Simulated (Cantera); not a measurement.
A closed system holds: 1 mol trisilylamine, 3.7 mol N2, held at 1627 °C and 173 Torr.

These are equilibrium values from Cantera (NASA tables, ideal gas, pure condensed phases), not measurements of a reactor. Candidate condensed phases: Si, Si3N4; 18 gas species. The feed counts by its element totals alone. Gases not in the tables: Si2H6 and higher silanes. Kinetics and transport are ignored.

Base state: H2 0.670, N2 0.328, H 0.00135, Si 3.66e-5, SiH2 2.61e-5, SiH 1.25e-5 (mole fractions); condensed: Si3N4(s).

What changes in the equilibrium state with this change: trisilylamine replaced by SiF4?


```json
[
 {"species": "N2", "before": "0.328", "after": "0.787"},
 {"species": "SiF4", "before": "0", "after": "0.213"},
 {"species": "F", "before": "0", "after": "6.47e-5"},
 {"species": "H2", "before": "0.670", "after": "0"},
 {"species": "H", "before": "0.00135", "after": "0"},
 {"species": "SiF3", "before": "0", "after": "6.46e-5"},
 {"species": "Si3N4(s), mol", "before": "1.000", "after": "0"}
]
```
The tables' values for SiF3 are old estimates; treat these amounts as uncertain.

What changes in the equilibrium state with this change: pressure from 173 Torr to 6.23 Torr?


| species | before | after |
|---|---|---|
| H2 | 0.670 | 0.512 |
| N2 | 0.328 | 0.480 |
| H | 0.00135 | 0.00623 |
| Si | 3.66e-5 | 0.00152 |
| Si2 | 1.97e-7 | 1.22e-5 |
| Si2N | 3.25e-6 | 4.65e-5 |
| SiN | 3.37e-6 | 3.21e-5 |
| SiH | 1.25e-5 | 8.59e-5 |
| Si3N4(s), mol | 1.000 | 0 |
| Si(l), mol | 0 | 2.98 |
The tables' values for SiN are old estimates; treat these amounts as uncertain.
